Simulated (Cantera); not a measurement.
Input: 1 mol CH₄, 0.83 mol H₂O, 7.8 mol N₂, at 110 Pa.

Method: chemical equilibrium by Gibbs-energy minimisation in Cantera with the NASA 1993 tables (ideal gas, pure condensed phases). Candidate condensed phases: C, C₆H₆, C₇H₈, C₈H₁₈, H₂O; 136 gas species. The numbers say what is thermodynamically allowed, not how fast it happens.

### Question
At 1275 °C, list the 6 most abundant gas species with their mole fractions, and the condensed phases.

### Answer
N₂ 0.680, H₂ 0.246, CO 0.0724, HCN 0.000601, H 0.000461, HNC 1.18e-5. Condensed: C(graphite).
